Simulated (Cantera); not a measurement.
Iron carbonyl, mercury and lead vapours: Fe(CO)5 + H2

Input: 1 mol Fe(CO)5, 3.9 mol H2, at 11.0 Pa.

Cantera equilibrium calculation (NASA polynomials, part measured and part estimated; ideal gas, pure solids and liquids). Candidate condensed phases: C, C6H6, C7H8, C8H18, Fe, Fe(CO)5, FeO, Fe(OH)2, Fe(OH)3, Fe2O3, Fe3O4, H2O; 114 gas species. Condensed phases not in the tables: cementite and carbon dissolved in iron. Equilibrium is a limit: real reactors are often held back by kinetics, nucleation or transport.

| T (K) | x CO | x H2 | x CO2 | x H2O | n C(graphite) | n Fe(α) |
|---|---|---|---|---|---|---|
| 875 | 0.561 | 0.438 | 0.000373 | 0.000110 | 0.00421 | 1.00 |
| 925 | 0.562 | 0.438 | 0.000104 | 4.02e-5 | 0.00124 | 1.00 |
| 975 | 0.562 | 0.438 | 3.33e-5 | 1.63e-5 | 0 | 1.00 |
| 1025 | 0.562 | 0.438 | 1.19e-5 | 7.18e-6 | 0 | 1.00 |
| 1075 | 0.562 | 0.438 | 4.72e-6 | 3.42e-6 | 0 | 1.00 |
| 1125 | 0.562 | 0.438 | 2.03e-6 | 1.74e-6 | 0 | 1.00 |
| 1175 | 0.562 | 0.438 | 9.40e-7 | 9.39e-7 | 0 | 1.000 |
x: gas mole fraction; n: condensed amount in mol.

From 875 K to 925 K the condensed part is C(graphite) + Fe(α). From 975 K to 1175 K the condensed part is Fe(α).
